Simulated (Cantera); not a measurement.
Mixture: 11.8 % CH₃OH, 18.5 % O₂, 69.7 % N₂, equivalence ratio 0.96, at 5.40 bar, adiabatic and at constant pressure. Ignition delay is the time to a rise of 400 K.

Computed with Cantera and GRI-Mech 3.0 (53 species, 325 reactions). GRI-Mech 3.0 was tuned for natural gas; its chemistry of methanol as a main component is partial and can be far from experiment.

Q: Predict: delay at 1225 K; delay at 1300 K; delay at 1375 K; delay at 1450 K; delay at 1525 K; delay at 1600 K; apparent activation energy between 1450 and 1600 K.

A: 
```
Property                                                 Value
--------------------------------------------------  ----------
delay at 1225 K                                        1.57 ms
delay at 1300 K                                       0.515 ms
delay at 1375 K                                       0.195 ms
delay at 1450 K                                        84.2 µs
delay at 1525 K                                        40.7 µs
delay at 1600 K                                        21.6 µs
apparent activation energy between 1450 and 1600 K  170 kJ/mol
```
